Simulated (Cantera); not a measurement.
A perfectly stirred reactor is fed with 8.72 % CH₄, 3.84 % H₂, 17.6 % O₂, 66.2 % N₂, 3.66 % CO₂, at 3750 Torr; it is adiabatic with a 375 K inlet, and is followed from long to short residence time, starting on the burning branch (τ in s: 0.023, 0.01, 0.0045, 0.002, 0.00088, 0.00039, 0.00017, 7.5e-05, 3.3e-05, 1.5e-05).

Detailed kinetics in Cantera: GRI-Mech 3.0 (53 species, 325 reactions).

x: mole fraction; the columns are a selection and need not sum to one.

```
τ (s)    T (K)     x CH₄    x H₂      x O₂   x H₂O₂   x C₂H₂    x HO₂    x CO
-------  -----  --------  ------  --------  -------  -------  -------  ------
0.023     2197   1.40e-5  0.0103  0.000567  5.56e-8  4.72e-8  2.70e-7  0.0264
0.010     2189   2.17e-5  0.0106  0.000929  8.55e-8  9.28e-8  5.08e-7  0.0269
0.0045    2177   3.32e-5  0.0110   0.00149  1.29e-7  1.66e-7  9.41e-7  0.0277
0.0020    2159   5.23e-5  0.0115   0.00236  1.91e-7  2.91e-7  1.73e-6  0.0288
0.00088   2135   8.65e-5  0.0124   0.00366  2.78e-7  5.19e-7  3.13e-6  0.0305
0.00039   2102  0.000150  0.0135   0.00550  3.90e-7  9.65e-7  5.49e-6  0.0327
0.00017   2058  0.000282  0.0150   0.00816  5.41e-7  2.03e-6  9.62e-6  0.0358
7.5e-5    1999       ___     ___       ___      ___      ___      ___     ___
3.3e-5     375    0.0872  0.0384     0.176   <1e-12   <1e-12   <1e-12  <1e-12
1.5e-5     375    0.0872  0.0384     0.176   <1e-12   <1e-12   <1e-12  <1e-12
```

Question: What belongs in the gaps?

Answer: 
- 7.5e-5, x CH₄: 0.000604
- 7.5e-5, x H₂: 0.0168
- 7.5e-5, x O₂: 0.0122
- 7.5e-5, x H₂O₂: 7.44e-7
- 7.5e-5, x C₂H₂: 5.44e-6
- 7.5e-5, x HO₂: 1.73e-5
- 7.5e-5, x CO: 0.0399
